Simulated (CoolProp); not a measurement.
Properties of CH2F2 (R32) at several states (Tc = 351.3 K, pc = 5783 kPa, ω = 0.277).

The numbers come from the reference Helmholtz-energy equation of state, Tillner-Roth 1997 in CoolProp.

```csv
T (K),p (kPa),phase,cp (kJ/(kg K)),expansivity (1/kK),viscosity (µPa s)
327.7,513,gas,…,…,14.7
218.2,46.7,gas,…,5.013,9.71
341.8,22300,liquid,1.787,3.587,…
```

Q: Some entries are withheld; supply them.

A: 
- 327.7, cp (kJ/(kg K)): 0.9463
- 327.7, expansivity (1/kK): 3.595
- 218.2, cp (kJ/(kg K)): 0.7860
- 341.8, viscosity (µPa s): 101

Viscosity comes from a separate model (Bell 2016), an estimate that may be off by 10 % or more.
